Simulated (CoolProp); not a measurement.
Propyne at several states: Z from the reference equation and from simpler models built on Tc = 129.6 °C, pc = 56.58 bar, ω = 0.204; each cubic takes its own stable root.

Values from CoolProp's reference Helmholtz-energy equation of state, Polt 1992. This equation is an older, rougher fit.

| T (°C) | p (bar) | phase | reference | Pitzer virial | van der Waals | Peng-Robinson |
|---|---|---|---|---|---|---|
| 11.25 | 0.23 | gas | 0.9956 | 0.9955 | 0.9973 | 0.9959 |
| 48.55 | 4.85 | gas | 0.9339 | 0.9374 | 0.9549 | 0.9348 |
| 86.15 | 0.4 | gas | 0.9965 | 0.9964 | 0.9972 | 0.9962 |
| 25.25 | 0.234 | gas | 0.9962 | 0.9961 | 0.9975 | 0.9963 |
| 106.95 | 32.4 | gas | 0.6825 | 0.7596 | 0.7513 | 0.6776 |
